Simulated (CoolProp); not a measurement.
Properties of dry air at several states.

Computed with CoolProp (reference Helmholtz-energy equation of state, Lemmon 2000). It is a pseudo-pure fit of the blend.

| T (K) | p (MPa) | phase | density (kg/m³) | cv (kJ/(kg K)) | fugacity coefficient |
|---|---|---|---|---|---|
| 430.2 | 0.0767 | gas | 0.6210 | ___ | 1.000 |
| 787 | 7.89 | supercritical | 33.95 | ___ | 1.029 |
| 399.8 | 7.39 | supercritical | 63.13 | ___ | 1.017 |

Problem. Some entries are withheld; supply them.

Solution. 
- 430.2, cv (kJ/(kg K)): 0.7305
- 787, cv (kJ/(kg K)): 0.8116
- 399.8, cv (kJ/(kg K)): 0.7353
